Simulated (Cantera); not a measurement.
A closed system holds: 1 mol Al(CH₃)₃, a varied amount of NH₃, 310 mol N₂, equilibrated at 75.0 Torr.

Equilibrium computed with Cantera from the NASA thermochemical tables; the gas is ideal and each condensed phase is pure. Candidate condensed phases: Al, AlN, C, C₆H₆, C₇H₈, C₈H₁₈; 97 gas species. The feed counts by its element totals alone. Kinetics and transport are ignored.

**Question.** What condenses at these points (T in K, n(NH₃) in mol): (1473, 59); (2073, 32); (2273, 0.23); (673, 9.3); (2273, 59); (673, 59); (873, 0.79)?

**Answer.** 
```tsv
T (K)	n(NH₃) in mol	condensed phases	Al condensed (%)
1473	59	AlN + C	100.0
2073	32	C	0.0
2273	0.23	C	0.0
673	9.3	AlN + C	100.0
2273	59	gas only	0.0
673	59	AlN	100.0
873	0.79	AlN + C	100.0
```
